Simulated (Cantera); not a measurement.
Cantera run:

```python
import numpy as np
import cantera as ct

gas_names = """
    P4O10 NH3 N PH3 NO
""".split()
cond_names = """

""".split()


def load(file, names, dense=False):
    # The tables refer to 1 bar. Condensed volumes are neglected.
    table = {s.name: s for s in ct.Species.list_from_file(file)}
    out = []
    for n in names:
        d = dict(table[n].input_data)
        d["thermo"] = dict(d["thermo"], **{"reference-pressure": 1e5})
        if dense:
            d["equation-of-state"] = {"model": "constant-volume", "density": "1e6 g/cm^3"}
        out.append(ct.Species.from_dict(d))
    return out


species = {s.name: s for s in load("nasa_gas.yaml", gas_names) + load("nasa_condensed.yaml", cond_names)}
# Each term lists the table entries of one substance; the one whose range holds T is used.
reactions = {
    'P4O10(g) + 4 NH3(g) + 6 N(g) = 4 PH3(g) + 10 NO(g)':
        [(-1, ['P4O10']), (-4, ['NH3']), (-6, ['N']), (4, ['PH3']), (10, ['NO'])],
}


def pick(names, T):
    return next(species[n] for n in names if species[n].thermo.min_temp <= T <= species[n].thermo.max_temp)


results = []
for label, terms in reactions.items():
    print(label)
    print("     T/K   dH/kJ  dS/(J/K)   dG/kJ   log10 K")
    for T in [2273, 2298, 2323, 2348, 2373, 2398, 2423, 2448, 2473, 2498, 2523]:
        used = [(nu, pick(names, T)) for nu, names in terms]
        dH = sum(nu * s.thermo.h(T) for nu, s in used) / 1e6
        dS = sum(nu * s.thermo.s(T) for nu, s in used) / 1e3
        dG = dH - T * dS / 1e3
        logK = -dG * 1e6 / (ct.gas_constant * T * np.log(10))
        results.append((label, T, dH, dS, dG, logK, [s.name for _, s in used]))
        print(f"{T:8g} {dH:8.1f} {dS:8.1f} {dG:8.1f} {logK:8.2f}")
```

Output:

```
P4O10(g) + 4 NH3(g) + 6 N(g) = 4 PH3(g) + 10 NO(g)
     T/K   dH/kJ  dS/(J/K)   dG/kJ   log10 K
    2273   1069.4    742.8   -619.0    14.23
    2298   1067.7    742.1   -637.6    14.49
    2323   1066.1    741.4   -656.1    14.75
    2348   1064.4    740.7   -674.7    15.01
    2373   1062.7    739.9   -693.2    15.26
    2398   1061.0    739.2   -711.7    15.50
    2423   1059.3    738.5   -730.1    15.74
    2448   1057.6    737.8   -748.6    15.97
    2473   1055.9    737.1   -767.0    16.20
    2498   1054.2    736.5   -785.5    16.42
    2523   1052.5    735.8   -803.9    16.64
```

Standard-state values (1 bar) from the NASA 1993 polynomials, evaluated with Cantera. Condensed species are held in their standard states even where they would react or evaporate.
